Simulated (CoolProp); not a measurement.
Vapour-liquid equilibrium of cyclopropane (1) + R134a (2) at 307.8 K; x and y are mole fractions of (1).

Model: multi-fluid Helmholtz-energy mixture model, Polt 1992 and Tillner-Roth 1994; pair parameters Bell 2016, in CoolProp. This equation is an older, rougher fit; its heat capacities, sound speeds and derivatives of the liquid may be far off and weren't checked against measurements.

```
x     bubble pressure (MPa)  y at the bubble point  dew pressure at overall composition x (MPa)  liquid density (mol/L)
----  ---------------------  ---------------------  -------------------------------------------  ----------------------
0.05                 0.9496                  0.105                                       0.9115                   11.50
0.15                  1.060                  0.255                                       0.9820                   11.59
0.25                  1.135                  0.358                                        1.056                   11.72
0.35                  1.181                  0.433                                        1.130                   11.89
0.45                  1.205                  0.494                                        1.189                   12.11
0.55                  1.213                  0.548                                        1.212                   12.38
0.65                  1.204                  0.602                                        1.184                   12.71
0.75                  1.176                  0.665                                        1.120                   13.11
0.85                  1.119                  0.751                                        1.044                   13.56
0.95                  1.013                  0.890                                       0.9682                   14.07
```

y crosses x between x = 0.45 and 0.55: the model has an azeotrope there.

Pair parameters are fitted to limited data, so mixtures are less certain than the pure fluids.
